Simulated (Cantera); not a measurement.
A closed system holds: 1 mol SiC, 0.012 mol H2O, 70 mol H2, at 6.20 bar.

Method: chemical equilibrium by Gibbs-energy minimisation in Cantera with the NASA 1993 tables (ideal gas, pure condensed phases). Candidate condensed phases: C, C6H6, C7H8, C8H18, H2O, Si, SiC, SiO2; 123 gas species. Mutual solubility and eutectic melting of coexisting phases are not modelled. The tables hold silica as quartz up to 1696 K and as liquid above; real silica turns to tridymite and cristobalite and melts near 1996 K. Gases not in the tables: Si2H6 and higher silanes. The numbers say what is thermodynamically allowed, not how fast it happens.

Q: Which condensed phases are stable at each of these points (T (K)): 1023, 1098, 1173, 1248, 1323, 1398, 1473, 1548, 1623, 1698, 1773, 1848?

A: 
```json
[
 {"T (K)": "1023", "condensed phases": "Si(s) + SiC(s) + SiO2(β-quartz)", "Si condensed (%)": "100.0"},
 {"T (K)": "1098", "condensed phases": "Si(s) + SiC(s) + SiO2(β-quartz)", "Si condensed (%)": "100.0"},
 {"T (K)": "1173", "condensed phases": "Si(s) + SiC(s) + SiO2(β-quartz)", "Si condensed (%)": "100.0"},
 {"T (K)": "1248", "condensed phases": "Si(s) + SiC(s) + SiO2(β-quartz)", "Si condensed (%)": "100.0"},
 {"T (K)": "1323", "condensed phases": "Si(s) + SiC(s) + SiO2(β-quartz)", "Si condensed (%)": "99.9"},
 {"T (K)": "1398", "condensed phases": "Si(s) + SiC(s) + SiO2(β-quartz)", "Si condensed (%)": "99.9"},
 {"T (K)": "1473", "condensed phases": "Si(s) + SiC(s) + SiO2(β-quartz)", "Si condensed (%)": "99.6"},
 {"T (K)": "1548", "condensed phases": "SiC(s)", "Si condensed (%)": "98.9"},
 {"T (K)": "1623", "condensed phases": "SiC(s)", "Si condensed (%)": "98.9"},
 {"T (K)": "1698", "condensed phases": "SiC(s)", "Si condensed (%)": "98.8"},
 {"T (K)": "1773", "condensed phases": "SiC(s)", "Si condensed (%)": "98.8"},
 {"T (K)": "1848", "condensed phases": "SiC(s)", "Si condensed (%)": "98.7"}
]
```

From 1023 K to 1473 K the condensed part is Si(s) + SiC(s) + SiO2(β-quartz). From 1548 K to 1848 K the condensed part is SiC(s).
